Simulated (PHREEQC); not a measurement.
# Alkaline etch or developer

Make-up at 85 °C: 0.01 mol/kgw LiOH and 0.00013 mol/kgw (CH3)4NCl. Closed to the air; pH follows from the charge balance.

Computed with PHREEQC (ion-association model, phreeqc.dat).

Precipitation was switched off in this run.

What pH does the model give?

pH 10.44.

(CH3)4N+ isn't in the database: it is added as a free cation with an ion size of 4 Å. At this temperature some constants are extrapolated from 25 °C, and those without enthalpy data are left unchanged.
